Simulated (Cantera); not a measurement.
An adiabatic, constant-pressure homogeneous reactor starts with 14.6 % CH4, 5.41 % CO, 16.8 % O2, 63.2 % N2, equivalence ratio 1.9, at 1550 K and 1.00 bar.

Cantera simulation using GRI-Mech 3.0 (53 species, 325 reactions); the numbers are that mechanism's predictions, not measurements.

### Question
Predict: time of steepest temperature rise; temperature at 6.00 s; equilibrium temperature; x(CO) at 6.00 s; x(O2) at 6.00 s; x(NO2) at 6.00 s.

### Answer
| Quantity | Result |
|---|---|
| time of steepest temperature rise | 1.01 ms |
| temperature at 6.00 s | 2620 K |
| equilibrium temperature | 2620 K |
| x(CO) at 6.00 s | 0.149 (gas-phase equilibrium 0.149) |
| x(O2) at 6.00 s | 0.000153 (gas-phase equilibrium 0.000153) |
| x(NO2) at 6.00 s | 1.36e-8 (gas-phase equilibrium 1.36e-8) |
